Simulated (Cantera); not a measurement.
Cantera with NASA thermochemical tables; ideal gases at 1 bar, condensed phases pure. Values are per mole of reaction as written; species without (g) are pure solids or liquids, kept so even where they would boil at 1 bar.

2 B2O2(g) + O2(g) = 2 B2O3(g), with ΔH° = -759.9 kJ and ΔS° = -122.9 J/K at 300 K.

Q: How far is the shortcut ΔG° ≈ ΔH°(300 K) − T·ΔS°(300 K) from the full temperature-dependent value at 750, 850, 950, 1050, 1150, 1250, 1350, 1450, 1550, 1650 K?

A: 
```tsv
T (K)	shortcut (kJ)	full (kJ)	difference (kJ)	difference in log10 K
750	-667.7	-666.3	-1.5	0.10
850	-655.5	-653.6	-1.9	0.12
950	-643.2	-640.8	-2.3	0.13
1050	-630.9	-628.1	-2.7	0.14
1150	-618.6	-615.4	-3.1	0.14
1250	-606.3	-602.8	-3.5	0.15
1350	-594.0	-590.1	-3.9	0.15
1450	-581.7	-577.4	-4.3	0.16
1550	-569.4	-564.8	-4.7	0.16
1650	-557.2	-552.1	-5.0	0.16
```
The shortcut ignores the heat-capacity change of the reaction.
